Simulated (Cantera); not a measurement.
Cantera with NASA thermochemical tables; ideal gases at 1 bar, condensed phases pure. Values are per mole of reaction as written; species without (g) are pure solids or liquids, kept so even where they would boil at 1 bar.

2 CH3(g) ⇌ C2H2(g) + 4 H(g), with ΔH° = 806.5 kJ and ΔS° = 272.1 J/K at 300 K.

Question: How far is the shortcut ΔG° ≈ ΔH°(300 K) − T·ΔS°(300 K) from the full temperature-dependent value at 823, 898, 973, 1048, 1123, 1198, 1273, 1348, 1423, 1498 K?

Answer: 
```
T (K)  shortcut (kJ)  full (kJ)  difference (kJ)  difference in log10 K
-----  -------------  ---------  ---------------  ---------------------
823            582.6      567.7             14.9                  -0.95
898            562.2      543.6             18.6                  -1.08
973            541.7      519.3             22.5                  -1.21
1048           521.3      494.8             26.5                  -1.32
1123           500.9      470.2             30.8                  -1.43
1198           480.5      445.3             35.2                  -1.53
1273           460.1      420.4             39.7                  -1.63
1348           439.7      395.3             44.4                  -1.72
1423           419.3      370.2             49.2                  -1.80
1498           398.9      344.9             54.0                  -1.88
```
The shortcut ignores the heat-capacity change of the reaction.
